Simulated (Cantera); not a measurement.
Cantera run:

```python
import numpy as np
import cantera as ct

gas_names = """
    CL CL2 H HCL H2 N NH NH2 NH3 N2 N2H2 N2H4 Si SiCL SiCL2 SiCL3 SiCL4 SiH SiHCL3 SiH2 SiH2CL2 SiH3
    SiH3CL SiH4 SiN Si2 Si2N Si3
""".split()
cond_names = """
    NH4CL(a) NH4CL(b) Si(cr) Si(L) Si3N4(a)
""".split()


# ... load() reads the species with a 1 bar reference pressure and builds the phases ...
atoms = {
    'SiH2Cl2': {'Si': 1, 'H': 2, 'CL': 2},
    'Cl2': {'CL': 2},
    'N2': {'N': 2},
}
top_T = {'Si3N4(a)': 2400}  # K; cautious upper limits of use, not melting points


# ... equilibrate(T, P, feed) seeds the gas with the atoms and calls Mixture.equilibrate('TP', solver="vcs", rtol=1e-11, max_steps=5000) ...
results = []
feed = {'SiH2Cl2': 1, 'Cl2': 0.23, 'N2': 110}  # mol
T = 1823  # K
P = 550  # Pa
mix = equilibrate(T, P, feed)
results.append((T, P, feed, dict(zip(mix.species_names, mix.species_moles))))
print(gas.report(threshold=1e-05))
for i in range(1, mix.n_phases):
    print(f"{mix.phase(i).name:16s} {mix.phase_moles(i):12.5e} mol")
```

Output:

```
       temperature   1823 K
          pressure   550 Pa
           density   0.0010332 kg/m^3
  mean mol. weight   28.474 kg/kmol
   phase of matter   gas

                          1 kg             1 kmol
                     ---------------   ---------------
          enthalpy         1.706e+06        4.8576e+07  J
   internal energy        1.1737e+06        3.3419e+07  J
           entropy             10314        2.9368e+05  J/K
    Gibbs function       -1.7096e+07       -4.8679e+08  J
 heat capacity c_p            1257.1             35796  J/K
 heat capacity c_v            965.14             27482  J/K

                      mass frac. Y      mole frac. X     chem. pot. / RT
                     ---------------   ---------------   ---------------
                CL        0.00036224        0.00029096           -27.836
                 H        1.6176e-05        0.00045695           -14.744
               HCL         0.0065384         0.0051066            -42.58
                H2        0.00043315          0.006118           -29.489
                N2           0.96331           0.97914           -31.856
                Si        0.00050471         0.0005117           -5.7975
              SiCL        0.00041827        0.00018745           -33.633
             SiCL2          0.028259         0.0081292           -61.469
             SiCL3        8.4897e-05        1.7982e-05           -89.304
               SiN        2.2986e-05         1.555e-05           -21.726
              Si2N        3.8263e-05        1.5525e-05           -27.523
     [  +17 minor]        8.9508e-06        5.8189e-06

Si(L)             0.00000e+00 mol
Si3N4(a)          0.00000e+00 mol
```

Method: chemical equilibrium by Gibbs-energy minimisation in Cantera with the NASA 1993 tables (ideal gas, pure condensed phases). The tables' values for SiCl, SiCl3, SiN are old estimates; treat these amounts as uncertain.
